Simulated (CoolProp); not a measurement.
Vapour-liquid equilibrium of hydrogen sulfide (1) + n-pentane (2) at 42.35 °C; x and y are mole fractions of (1).

Computed with CoolProp (multi-fluid Helmholtz-energy mixture model, Lemmon 2006 and Thol 2019; pair parameters Kunz 2012).

### Question
Give the bubble pressure and the first vapour's composition at x = 0.35, 0.45, 0.75. Is there an azeotrope?

### Answer
x = 0.35: 12.94 bar, y = 0.913; x = 0.45: 15.70 bar, y = 0.931; x = 0.75: 22.58 bar, y = 0.965. No azeotrope shows between x = 0.05 and 0.95.

The pair parameters rest on a limited set of measurements; away from them the model extrapolates. The gap from Raoult's law changes sign with composition, which may be real or a fault of the pair parameters; it wasn't checked against measurements.
